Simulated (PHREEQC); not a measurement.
A PHREEQC input (ion-association model, phreeqc.dat):

```
SOLUTION 1
  temp 20
  units mg/kgw
  pH 12.5
  pe 10.7
  Na 3.71
  K 0.479
  Ca 5.84
  Mg 0.241
  Cl 4.91
  S(6) 5.23 as SO4
  Alkalinity 14.2 as HCO3
  Cd 0.00779
END
USE solution 1
EQUILIBRIUM_PHASES 1
  Quartz 0 0.5
  CO2(g) -2 10
END
```

It stops with these messages:

```
WARNING: Maximum iterations exceeded, 100
WARNING: Maximum iterations exceeded, 100
WARNING: The program has failed to converge to a numerical solution.
ERROR:           Alkalinity has not converged. Total: 2.327140e-04	Calculated: 6.765098e-04	Residual: -4.437958e-04
ERROR: Is non-carbonate alkalinity greater than total alkalinity?
ERROR:                   Ca has not converged. Total: 1.457086e-04	Calculated: 9.581066e-05	Residual: 4.989792e-05
ERROR:                   Cd has not converged. Total: 6.930605e-08	Calculated: 4.785027e-09	Residual: 6.452102e-08
ERROR:                   Cl has not converged. Total: 1.384932e-04	Calculated: 1.297541e-04	Residual: 8.739131e-06
ERROR:                    K has not converged. Total: 1.225001e-05	Calculated: 1.147296e-05	Residual: 7.770504e-07
ERROR:                   Mg has not converged. Total: 9.912800e-06	Calculated: 2.578065e-06	Residual: 7.334735e-06
ERROR:                   Na has not converged. Total: 1.613759e-04	Calculated: 1.516681e-04	Residual: 9.707846e-06
ERROR:                 S(6) has not converged. Total: 5.444287e-05	Calculated: 4.206433e-05	Residual: 1.237854e-05
ERROR:                   Mu Ionic strength has not converged. 	Residual: 2.587582e-06
ERROR:               A(H2O) Activity of water has not converged. 	Residual: 7.113206e-01
ERROR: Model failed to converge for initial solution  1.
```

Why does the run stop?

The fault: pH typed as 12.5 with the alkalinity kept. The line should read `pH 6.32` where the input has `pH 12.5`. With the mend the run ends at pH 6.14 and ionic strength 0.000688 mol/kgw.
